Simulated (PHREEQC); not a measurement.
0.038 g of hydrous ferric oxide (600 m²/g; 0.2 weak and 0.005 strong sites per Fe, Dzombak-Morel constants, diffuse double layer) in 1 kg of water with 0.3 mol/kgw of an inert sodium salt and 1.9e-06 mol PbCl2 and 0.00013 mol Na2SO4, at 25 °C; the pH is set by adding NaOH or the inert anion's acid. Oxygen is held at 0.21 atm. The system is closed to CO2. Precipitation was switched off in this run.

Equilibrium calculation in PHREEQC: ion-association model, wateq4f.dat.

**Question.** Predict S sorbed (%), surface charge σ (C/m²), surface potential ψ (mV) at pH = 7.33, 9.33.

**Answer.** 
```tsv
pH	S sorbed (%)	surface charge σ (C/m²)	surface potential ψ (mV)
7.33	0.1	0.046	34
9.33	0.0	-0.071	-49
```
